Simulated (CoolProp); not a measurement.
Vapour-liquid equilibrium of R1234yf (1) + R227EA (2) at 1.15 kPa; x and y are mole fractions of (1).

The numbers come from the multi-fluid Helmholtz-energy mixture model, Lemmon 2022 and Lemmon 2016; pair parameters Bell 2016 in CoolProp.

| x | bubble temperature (K) | y at the bubble point | dew temperature at overall composition x (K) | liquid density (mol/L) |
|---|---|---|---|---|
| 0.05 | 185.6 | 0.137 | 186.3 | 10.48 |
| 0.2 | 183.0 | 0.430 | 185.1 | 10.80 |
| 0.35 | … | 0.619 | 183.8 | … |
| 0.5 | 179.3 | 0.752 | 182.3 | 11.45 |
| 0.65 | … | 0.850 | 180.6 | 11.79 |
| 0.8 | 176.5 | 0.925 | 178.6 | 12.14 |
| 0.95 | 175.4 | 0.983 | 176.1 | 12.51 |

### Question
Some entries are withheld; supply them.

### Answer

- 0.35, bubble temperature (K): 181.0
- 0.35, liquid density (mol/L): 11.12
- 0.65, bubble temperature (K): 177.8

No azeotrope shows between x = 0.05 and 0.95.

The pair parameters rest on a limited set of measurements; away from them the model extrapolates.
